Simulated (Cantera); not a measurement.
Charge: 1 mol B₂O₃, 13 mol H₂, 52 mol N₂, held at 0.00430 bar.

Method: chemical equilibrium by Gibbs-energy minimisation in Cantera with the NASA 1993 tables (ideal gas, pure condensed phases). Candidate condensed phases: B, BN, B₂O₃, B₃O₃H₃, H₂O; 39 gas species. N₂ is the only nitrogen source here; it is nearly inert below about 1500 K, so the nitride shown seldom forms there in practice. Mutual solubility and eutectic melting of coexisting phases are not modelled. Kinetics and transport are ignored.

x: gas mole fraction; n: condensed amount in mol.

```
T (K)   x N₂   x H₂    x B₂O₃    x HBO₂     x HBO       x H      x BO  n BN(s)  n B₂O₃(l)
-----  -----  -----  --------  --------  --------  --------  --------  -------  ---------
823    0.800  0.200    <1e-12   7.36e-8  1.15e-11  5.00e-11    <1e-12   0.0132      0.993
923    0.800  0.200         …         …         …         …    <1e-12   0.0130      0.993
1023   0.800  0.200   2.28e-9   1.09e-5   5.21e-8   2.82e-8    <1e-12   0.0128      0.993
1123   0.800  0.200   1.44e-7   6.52e-5   1.11e-6   2.90e-7  8.32e-11   0.0134      0.991
1223   0.800  0.200   4.47e-6  0.000285   1.41e-5   2.05e-6   6.05e-9   0.0174      0.981
1323   0.799  0.199   8.08e-5  0.000980  0.000121   1.08e-5   2.27e-7   0.0296      0.944
1423   0.798  0.197  0.000954   0.00278  0.000756   4.50e-5   5.05e-6   0.0532      0.794
1523   0.789  0.192   0.00802   0.00674         …         …         …   0.0544          …
1623   0.788  0.190   0.00829   0.00659   0.00525  0.000460  0.000279        0          0
1723   0.787  0.189   0.00755   0.00716   0.00576   0.00121  0.000716        0          0
1823   0.786  0.188   0.00674   0.00769   0.00604   0.00286   0.00160        0          0
```

**Question.** What belongs in the gaps?

**Answer.** 
- 923, x B₂O₃: 1.42e-11
- 923, x HBO₂: 1.20e-6
- 923, x HBO: 1.24e-9
- 923, x H: 1.67e-9
- 1523, x HBO: 0.00365
- 1523, x H: 0.000154
- 1523, x BO: 7.42e-5
- 1523, n B₂O₃(l): 0.0679
